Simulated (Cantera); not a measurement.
Cantera run:

```python
import numpy as np
import cantera as ct

gas_names = """
    CL CL2 H HCL H2 Si SiCL SiCL2 SiCL3 SiCL4 SiH SiHCL3 SiH2 SiH2CL2 SiH3 SiH3CL SiH4 Si2 Si3
""".split()
cond_names = """
    Si(cr) Si(L)
""".split()


# ... load() reads the species with a 1 bar reference pressure and builds the phases ...
atoms = {
    'SiCl4': {'Si': 1, 'CL': 4},
    'H2': {'H': 2},
}
top_T = {}  # K; cautious upper limits of use, not melting points


# ... equilibrate(T, P, feed) seeds the gas with the atoms and calls Mixture.equilibrate('TP', solver="vcs", rtol=1e-11, max_steps=5000) ...
results = []
feed = {'SiCl4': 1, 'H2': 8.9}  # mol
T = 898.15  # K
P = 13332.2  # Pa
mix = equilibrate(T, P, feed)
results.append((T, P, feed, dict(zip(mix.species_names, mix.species_moles))))
x = sorted(zip(gas.X, gas.species_names), reverse=True)
print(f"T = {T:g} K  P = {P:g} Pa  gas = {mix.phase_moles(0):.4g} mol")
print("   x: " + "  ".join(f"{s} {v:.3e}" for v, s in x if v > 1e-05))
print("   condensed (mol): " + ("  ".join(f"{mix.phase(i).name} {mix.phase_moles(i):.4g}"
      for i in range(1, mix.n_phases) if mix.phase_moles(i) > 1e-12) or "none"))
```

Output:

```
T = 898.15 K  P = 13332.2 Pa  gas = 9.901 mol
   x: H2 8.841e-01  SiCL4 8.633e-02  HCL 1.491e-02  SiHCL3 1.427e-02  SiH2CL2 2.230e-04  SiCL3 1.678e-04  SiCL2 1.577e-05
   condensed (mol): none
```

Method: chemical equilibrium by Gibbs-energy minimisation in Cantera with the NASA 1993 tables (ideal gas, pure condensed phases). The tables' values for SiCl3 are old estimates; treat these amounts as uncertain.
